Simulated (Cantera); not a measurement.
A Cantera script and its output.

```python
import numpy as np
import cantera as ct

gas = ct.Solution("gri30.yaml")
gas.TPX = 325, 700000, {'CH4': 1, 'C2H6': 0.25, 'C3H8': 0.24, 'O2': 9.7, 'N2': 36.5}
inlet = ct.Reservoir(gas, clone=True)
gas.equilibrate("HP")  # start burning
reactor = ct.IdealGasConstPressureReactor(gas, energy="on", clone=False)
exhaust = ct.Reservoir(gas, clone=True)
tau = [0.42, 0.18, 0.078, 0.034, 0.015, 0.0064, 0.0028, 0.0012, 0.00052, 0.00023, 9.8e-05][0]
for a, b in ((inlet, reactor), (reactor, exhaust)):
    ct.MassFlowController(a, b, mdot=lambda t: reactor.mass / tau)
net = ct.ReactorNet([reactor])
show = ['CH4', 'C2H6', 'C3H8', 'C2H', 'HCO']

rows = []
print(f"{'tau/s':>10s}{'T/K':>9s}" + "".join(f"{s:>11s}" for s in show))
for tau in [0.42, 0.18, 0.078, 0.034, 0.015, 0.0064, 0.0028, 0.0012, 0.00052, 0.00023, 9.8e-05]:
    net.initial_time = 0.0
    net.advance(30 * tau)
    before = gas.X
    net.advance(40 * tau)
    drift = np.max(np.abs(gas.X - before) / (gas.X + 1e-9))
    rows.append([gas.T, *gas[show].X, drift])
    print(f"{tau:10.3e}{gas.T:9.1f}" + "".join(f"{x:11.3e}" for x in gas[show].X))
```

It prints:

```
     tau/s      T/K        CH4       C2H6       C3H8        C2H        HCO
 4.200e-01   1349.6  2.597e-05  1.444e-06  1.457e-06  2.971e-12  5.761e-10
 1.800e-01   1344.6  5.265e-05  3.125e-06  3.079e-06  3.968e-12  1.405e-09
 7.800e-02   1334.3  1.084e-04  6.798e-06  6.526e-06  4.762e-12  3.417e-09
 3.400e-02   1310.0  2.512e-04  1.642e-05  1.529e-05  5.050e-12  8.296e-09
 1.500e-02    325.0  2.097e-02  5.242e-03  5.033e-03  1.545e-55  3.130e-40
 6.400e-03    325.0  2.097e-02  5.242e-03  5.033e-03 -2.407e-63 -1.200e-45
 2.800e-03    325.0  2.097e-02  5.242e-03  5.033e-03 -2.505e-64  3.190e-48
 1.200e-03    325.0  2.097e-02  5.242e-03  5.033e-03  5.105e-66  1.923e-49
 5.200e-04    325.0  2.097e-02  5.242e-03  5.033e-03 -3.205e-69  1.215e-50
 2.300e-04    325.0  2.097e-02  5.242e-03  5.033e-03 -1.936e-71  7.672e-52
 9.800e-05    325.0  2.097e-02  5.242e-03  5.033e-03  1.108e-74  4.846e-53
```

Detailed kinetics in Cantera: GRI-Mech 3.0 (53 species, 325 reactions). GRI-Mech 3.0 was tuned for natural gas; its chemistry of propane as a main component is partial and can be far from experiment.
